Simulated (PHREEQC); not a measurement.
Model water analysis in mg/kgw, 85 °C, pH 6.24, pe 10.8:

```
constituent         mg/kgw
------------------  ------
Na                    1690
K                      328
Ca                     169
Mg                     210
Cl                    3230
S(6) as SO4            558
Alkalinity as HCO3   0.101
Br                    15.7
```

Valence states are taken as typed.

Model: ion-association model, wateq4f.dat, run in PHREEQC.

The ionic strength comes out as 0.114 mol/kgw. What activity coefficients do MgOH+, Na+, SO4-2, Cl-, NaSO4- get?

MgOH+ 0.77, Na+ 0.75, SO4-2 0.32, Cl- 0.73, NaSO4- 0.76.

This is a speciation only: nothing precipitates in the calculation. Away from 25 °C the constants follow the database's enthalpies or fits; those with neither stay at their 25 °C values.
